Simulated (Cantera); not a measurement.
# Thermodynamics of titanium nitride, carbide and oxide coatings, feed Ti(OiPr)4 + H2

Input: 1 mol Ti(OiPr)4, 160 mol H2, equilibrated at 1025 K.

These are equilibrium values from Cantera (NASA tables, ideal gas, pure condensed phases), not measurements of a reactor. Candidate condensed phases: C, C6H6, C7H8, C8H18, H2O, Ti, TiC, TiO, TiO2, Ti2O3, Ti3O5, Ti4O7; 113 gas species. The feed counts by its element totals alone. Mutual solubility and eutectic melting of coexisting phases are not modelled. TiC: taken at fixed stoichiometry. Condensed phases not in the tables: Magnéli phases beyond Ti4O7. Equilibrium is a limit: real reactors are often held back by kinetics, nucleation or transport.

From 10.0 Pa to 28.0 Pa the condensed part is C(graphite) + TiC(s). At 77.0 Pa the condensed part is C(graphite) + TiC(s) + Ti2O3(s). At 220 Pa the condensed part is C(graphite) + Ti3O5(s). From 600 Pa to 1700 Pa the condensed part is C(graphite) + Ti4O7(s). From 4600 Pa to 100000 Pa the condensed part is C(graphite) + TiO2(rutile).

```json
[
 {"P (Pa)": "10", "log p H2": "-4.01", "log p CH4": "-9.15", "log p CO": "-5.65", "log p H2O": "-10.23", "n C(graphite)": "7.00", "n TiC(s)": "1.00", "n Ti2O3(s)": "0", "n Ti3O5(s)": "0", "n Ti4O7(s)": "0", "n TiO2(rutile)": "0"},
 {"P (Pa)": "28", "log p H2": "-3.56", "log p CH4": "-8.26", "log p CO": "-5.20", "log p H2O": "-9.34", "n C(graphite)": "7.00", "n TiC(s)": "1.00", "n Ti2O3(s)": "0", "n Ti3O5(s)": "0", "n Ti4O7(s)": "0", "n TiO2(rutile)": "0"},
 {"P (Pa)": "77", "log p H2": "-3.12", "log p CH4": "-7.38", "log p CO": "-4.80", "log p H2O": "-8.50", "n C(graphite)": "7.59", "n TiC(s)": "0.759", "n Ti2O3(s)": "0.120", "n Ti3O5(s)": "0", "n Ti4O7(s)": "0", "n TiO2(rutile)": "0"},
 {"P (Pa)": "220", "log p H2": "-2.66", "log p CH4": "-6.46", "log p CO": "-4.54", "log p H2O": "-7.78", "n C(graphite)": "9.64", "n TiC(s)": "0", "n Ti2O3(s)": "0", "n Ti3O5(s)": "0.333", "n Ti4O7(s)": "0", "n TiO2(rutile)": "0"},
 {"P (Pa)": "600", "log p H2": "-2.23", "log p CH4": "-5.59", "log p CO": "-4.12", "log p H2O": "-6.92", "n C(graphite)": "9.68", "n TiC(s)": "0", "n Ti2O3(s)": "0", "n Ti3O5(s)": "0", "n Ti4O7(s)": "0.250", "n TiO2(rutile)": "0"},
 {"P (Pa)": "1700", "log p H2": "-1.78", "log p CH4": "-4.69", "log p CO": "-3.66", "log p H2O": "-6.02", "n C(graphite)": "9.55", "n TiC(s)": "0", "n Ti2O3(s)": "0", "n Ti3O5(s)": "0", "n Ti4O7(s)": "0.250", "n TiO2(rutile)": "0"},
 {"P (Pa)": "4600", "log p H2": "-1.34", "log p CH4": "-3.82", "log p CO": "-3.29", "log p H2O": "-5.21", "n C(graphite)": "9.45", "n TiC(s)": "0", "n Ti2O3(s)": "0", "n Ti3O5(s)": "0", "n Ti4O7(s)": "0", "n TiO2(rutile)": "1.00"},
 {"P (Pa)": "13000", "log p H2": "-0.90", "log p CH4": "-2.92", "log p CO": "-2.84", "log p H2O": "-4.31", "n C(graphite)": "8.47", "n TiC(s)": "0", "n Ti2O3(s)": "0", "n Ti3O5(s)": "0", "n Ti4O7(s)": "0", "n TiO2(rutile)": "1.00"},
 {"P (Pa)": "36000", "log p H2": "-0.46", "log p CH4": "-2.05", "log p CO": "-2.42", "log p H2O": "-3.45", "n C(graphite)": "5.95", "n TiC(s)": "0", "n Ti2O3(s)": "0", "n Ti3O5(s)": "0", "n Ti4O7(s)": "0", "n TiO2(rutile)": "1.00"},
 {"P (Pa)": "100000", "log p H2": "-0.03", "log p CH4": "-1.20", "log p CO": "-2.01", "log p H2O": "-2.62", "n C(graphite)": "0.00638", "n TiC(s)": "0", "n Ti2O3(s)": "0", "n Ti3O5(s)": "0", "n Ti4O7(s)": "0", "n TiO2(rutile)": "1.00"}
]
```
log p: log10 of the partial pressure in bar; n: condensed amount in mol.
